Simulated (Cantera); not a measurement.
A closed system holds: 1 mol Al2O3, 7 mol H2, held at 0.00190 bar.

Method: chemical equilibrium by Gibbs-energy minimisation in Cantera with the NASA 1993 tables (ideal gas, pure condensed phases). Candidate condensed phases: Al, Al2O3, H2O; 19 gas species. Rates play no part.

At 1750 K, list the 4 most abundant gas species with their mole fractions, and the condensed phases.

H2 0.995, H 0.00532, H2O 7.46e-5, Al 4.32e-5. Condensed: Al2O3(s).
